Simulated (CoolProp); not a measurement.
Vapour-liquid equilibrium of R21 (1) + methanol (2) at 413.2 K; x and y are mole fractions of (1).

The numbers come from the multi-fluid Helmholtz-energy mixture model, Platzer 1990 and de Reuck 1993; pair parameters Bell 2016 in CoolProp. This equation is an older, rougher fit; its heat capacities, sound speeds and derivatives of the liquid may be far off and weren't checked against measurements.

Task: Give the bubble pressure and the first vapour's composition at x = 0.125, 0.2, 0.875. Is there an azeotrope?

Result: x = 0.125: 23.11 bar, y = 0.501; x = 0.2: 24.83 bar, y = 0.535; x = 0.875: 28.31 bar, y = 0.873. y crosses x between x = 0.8 and 0.875: the model has an azeotrope there.

The pair parameters rest on a limited set of measurements; away from them the model extrapolates. With so large a gap from Raoult's law the liquid may split in two, which this calculation doesn't test in full.
